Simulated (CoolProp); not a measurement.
Vapour pressure (MPa) of C2F6 (R116): the reference equation beside estimates from Tc = 19.9 °C, pc = 3.048 MPa, ω = 0.257. Clausius-Clapeyron is anchored at -63.95 °C with a constant enthalpy of vaporisation of 15.26 kJ/mol.

Computed with CoolProp (reference Helmholtz-energy equation of state, Lemmon 2006). It is a short technical equation, of lower accuracy than the large ones.

```
T (°C)  reference  Clausius-Clapeyron  Redlich-Kwong  Peng-Robinson
------  ---------  ------------------  -------------  -------------
-69.05     0.1607              0.1641         0.2555         0.1601
-63.95     0.2043              0.2043         0.3140         0.2034
-58.85     0.2565                 ___         0.3815         0.2553
-53.75     0.3182              0.3072         0.4588         0.3167
-48.65        ___              0.3715         0.5465         0.3888
-43.55     0.4744              0.4455         0.6453         0.4727
-38.45     0.5711              0.5299         0.7558            ___
-33.35     0.6819              0.6258         0.8788         0.6809
-28.25     0.8078              0.7339          1.015         0.8077
-23.15     0.9502              0.8551          1.164         0.9514
```

Task: Fill in the missing entries.

Result: 
- -58.85, Clausius-Clapeyron: 0.2518
- -48.65, reference: 0.3904
- -38.45, Peng-Robinson: 0.5697

Absolute difference from the reference over all 10 rows, mean and median: Clausius-Clapeyron 5.3 and 5.5 %, Redlich-Kwong 39.1 and 38.0 %, Peng-Robinson 0.3 and 0.4 %.
